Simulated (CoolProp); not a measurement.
Values from CoolProp's reference Helmholtz-energy equation of state, Wagner 2002.

Task: Give the vapour pressure (MPa), liquid density (kg/m³), enthalpy of vaporisation (kJ/kg), liquid cp (kJ/(kg K)) of saturated water at 354.8, 387.6, 485.9 K.

Result: 
```json
[
 {"T (K)": "354.8", "p (MPa)": "0.0507", "liquid density (kg/m³)": "971", "enthalpy of vaporisation (kJ/kg)": "2300", "liquid cp (kJ/(kg K))": "4.20"},
 {"T (K)": "387.6", "p (MPa)": "0.166", "liquid density (kg/m³)": "948", "enthalpy of vaporisation (kJ/kg)": "2220", "liquid cp (kJ/(kg K))": "4.23"},
 {"T (K)": "485.9", "p (MPa)": "2.01", "liquid density (kg/m³)": "849", "enthalpy of vaporisation (kJ/kg)": "1890", "liquid cp (kJ/(kg K))": "4.57"}
]
```
